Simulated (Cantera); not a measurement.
A closed system holds: 1 mol Fe₂O₃, 1 mol SO₃, 0.59 mol H₂O, held at 14.0 bar.

Method: chemical equilibrium by Gibbs-energy minimisation in Cantera with the NASA 1993 tables (ideal gas, pure condensed phases). Candidate condensed phases: Fe, FeO, Fe(OH)₂, Fe(OH)₃, FeS, FeSO₄, FeS₂, Fe₂O₃, Fe₂(SO₄)₃, Fe₃O₄, H₂O, H₂SO₄, S; 22 gas species. Mutual solubility and eutectic melting of coexisting phases are not modelled. Kinetics and transport are ignored.

**Question.** Which condensed phases are stable at each of these points (T (K)): 1023, 1073, 1123, 1173, 1223, 1273, 1323, 1373, 1423, 1473, 1523, 1573, 1623?

**Answer.** 
| T (K) | condensed phases | Fe condensed (%) |
|---|---|---|
| 1023 | Fe₂O₃(s) + Fe₂(SO₄)₃(s) | 100.0 |
| 1073 | Fe₂O₃(s) + Fe₂(SO₄)₃(s) | 100.0 |
| 1123 | Fe₂O₃(s) | 100.0 |
| 1173 | Fe₂O₃(s) | 100.0 |
| 1223 | Fe₂O₃(s) | 100.0 |
| 1273 | Fe₂O₃(s) | 100.0 |
| 1323 | Fe₂O₃(s) | 100.0 |
| 1373 | Fe₂O₃(s) | 100.0 |
| 1423 | Fe₂O₃(s) | 100.0 |
| 1473 | Fe₂O₃(s) | 100.0 |
| 1523 | Fe₂O₃(s) | 100.0 |
| 1573 | Fe₂O₃(s) | 100.0 |
| 1623 | Fe₂O₃(s) | 100.0 |

From 1023 K to 1073 K the condensed part is Fe₂O₃(s) + Fe₂(SO₄)₃(s). From 1123 K to 1623 K the condensed part is Fe₂O₃(s).
